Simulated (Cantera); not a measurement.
# Ammonia decomposition in nitride growth gas

A perfectly stirred reactor is fed with 9.09 % NH3, 90.9 % N2, at 1200 Pa; it is held at 2375 K, and followed from long to short residence time.

Cantera simulation using the gas-phase N/H chemistry of the illustrative SiF4/NH3 mechanism in the Surface Chemkin manual (1991); the numbers are that mechanism's predictions, not measurements. Walls and surfaces, which speed up NH3 decomposition in real reactors, are not modelled.

```csv
τ (s),x NH3,x N2,x H,x N2H4,x N
0.35,0.0150,0.880,0.000847,6.51e-11,1.53e-5
0.18,0.0244,0.884,0.000669,1.39e-10,1.57e-5
0.097,0.0359,0.888,0.000520,2.60e-10,1.54e-5
0.051,0.0496,0.893,0.000381,4.62e-10,1.40e-5
0.027,0.0628,0.898,0.000266,7.47e-10,1.11e-5
0.014,0.0741,0.903,0.000170,1.10e-9,7.16e-6
0.0076,0.0815,0.905,9.96e-5,1.37e-9,3.64e-6
0.0040,0.0865,0.907,4.68e-5,1.25e-9,1.29e-6
0.0021,0.0890,0.908,1.92e-5,6.82e-10,3.81e-7
0.0011,0.0900,0.909,1.01e-5,2.34e-10,1.32e-7
```
x: mole fraction; the columns are a selection and need not sum to one.
